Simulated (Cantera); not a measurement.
An isothermal, constant-pressure homogeneous reactor starts with 7.14 % NH₃, 92.9 % N₂, at 2400 K and 10.00 Torr.

Cantera simulation using the gas-phase N/H chemistry of the illustrative SiF4/NH3 mechanism in the Surface Chemkin manual (1991); the numbers are that mechanism's predictions, not measurements. Walls and surfaces, which speed up NH3 decomposition in real reactors, are not modelled.

x: mole fraction; the columns are a selection and need not sum to one.

```json
[
 {"t (s)": "1.00e-6", "x NH₃": "0.0714", "x H": "3.68e-7", "x N₂H₄": "<1e-12", "x H₂": "8.02e-9", "x NH₂": "3.84e-7", "x N₂H₂": "<1e-12"},
 {"t (s)": "4.01e-6", "x NH₃": "0.0714", "x H": "1.38e-6", "x N₂H₄": "<1e-12", "x H₂": "1.23e-7", "x NH₂": "1.63e-6", "x N₂H₂": "<1e-12"},
 {"t (s)": "1.61e-5", "x NH₃": "0.0714", "x H": "4.36e-6", "x N₂H₄": "<1e-12", "x H₂": "1.69e-6", "x NH₂": "7.75e-6", "x N₂H₂": "5.83e-12"},
 {"t (s)": "6.46e-5", "x NH₃": "0.0714", "x H": "8.17e-6", "x N₂H₄": "<1e-12", "x H₂": "1.61e-5", "x NH₂": "4.04e-5", "x N₂H₂": "2.74e-10"},
 {"t (s)": "0.000259", "x NH₃": "0.0712", "x H": "8.76e-6", "x N₂H₄": "1.44e-11", "x H₂": "8.89e-5", "x NH₂": "0.000185", "x N₂H₂": "8.15e-9"},
 {"t (s)": "0.00104", "x NH₃": "0.0706", "x H": "___", "x N₂H₄": "2.33e-10", "x H₂": "___", "x NH₂": "___", "x N₂H₂": "___"},
 {"t (s)": "0.00418", "x NH₃": "0.0671", "x H": "7.10e-5", "x N₂H₄": "1.87e-9", "x H₂": "0.00392", "x NH₂": "0.00211", "x N₂H₂": "3.07e-6"},
 {"t (s)": "0.0168", "x NH₃": "0.0502", "x H": "0.000263", "x N₂H₄": "7.41e-10", "x H₂": "0.0283", "x NH₂": "0.00133", "x N₂H₂": "2.47e-6"},
 {"t (s)": "0.0673", "x NH₃": "0.0181", "x H": "0.000650", "x N₂H₄": "1.05e-10", "x H₂": "0.0737", "x NH₂": "0.000499", "x N₂H₂": "6.25e-7"},
 {"t (s)": "0.270", "x NH₃": "0.000739", "x H": "0.00185", "x N₂H₄": "<1e-12", "x H₂": "0.0979", "x NH₂": "4.48e-5", "x N₂H₂": "1.27e-8"},
 {"t (s)": "1.08", "x NH₃": "1.02e-6", "x H": "0.00813", "x N₂H₄": "<1e-12", "x H₂": "0.0955", "x NH₂": "2.80e-7", "x N₂H₂": "2.11e-12"},
 {"t (s)": "4.35", "x NH₃": "___", "x H": "___", "x N₂H₄": "<1e-12", "x H₂": "___", "x NH₂": "___", "x N₂H₂": "<1e-12"},
 {"t (s)": "17.4", "x NH₃": "3.21e-9", "x H": "0.0387", "x N₂H₄": "<1e-12", "x H₂": "0.0787", "x NH₂": "5.11e-9", "x N₂H₂": "<1e-12"},
 {"t (s)": "70.0", "x NH₃": "3.21e-9", "x H": "0.0389", "x N₂H₄": "<1e-12", "x H₂": "0.0786", "x NH₂": "5.14e-9", "x N₂H₂": "<1e-12"}
]
```

Complete the blanks.


- 0.00104, x H: 1.17e-5
- 0.00104, x H₂: 0.000412
- 0.00104, x NH₂: 0.000743
- 0.00104, x N₂H₂: 2.28e-7
- 4.35, x NH₃: 7.59e-9
- 4.35, x H: 0.0264
- 4.35, x H₂: 0.0855
- 4.35, x NH₂: 7.59e-9
